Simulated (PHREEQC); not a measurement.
1 kg of water holding 0.011 mol/kgw KCl, 0.16 mol/kgw Na2CO3, 0.12 mol/kgw Na2SO4 and 0.45 mol/kgw NaHCO3 is evaporated at 25 °C; the solids stay in contact with the brine. CO2 is held at log p = -3.4 (atm). Only these solids could form: Arcanite, Burkeite, Glaserite, Halite, Kalicinite, Mirabilite, Misenite, Nahcolite, Natron, Sylvite, Thenardite, Trona.

The series has 17 steps of water left (kg), from 1.003 to 0.02558.

The numbers come from PHREEQC with the Pitzer model, pitzer.dat.

**Question.** Which solids form, in which order, and at which step of the series does each first stand?

**Answer.** Trona from water left = 0.1437 kg (pH 10.09); Mirabilite from water left = 0.05965 kg (pH 9.99).
